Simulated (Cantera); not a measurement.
# H2O + H2 + O2 (abatement and gas-phase synthesis)

Charge: 1 mol H2O, 0.078 mol H2, 0.062 mol O2, held at 10.0 mbar.

Equilibrium computed with Cantera from the NASA thermochemical tables; the gas is ideal and each condensed phase is pure. Candidate condensed phases: H2O; 22 gas species. Ions and electrons are included (thermal ionisation). Rates play no part.

```csv
T (K),x H,x H2O,x O,x H2,x OH,x O2
2500,0.0920,0.585,0.0377,0.134,0.0833,0.0675
3000,0.496,0.0462,0.238,0.0986,0.0772,0.0442
3500,0.641,0.000418,0.332,0.0118,0.0105,0.00454
4000,0.655,6.91e-6,0.341,0.00169,0.00157,0.000526
4500,0.657,2.70e-7,0.342,0.000361,0.000344,9.48e-5
5000,0.657,1.99e-8,0.343,0.000104,0.000101,2.39e-5
```
x: gas mole fraction; nothing condenses.

From 2500 K to 5000 K nothing is condensed.
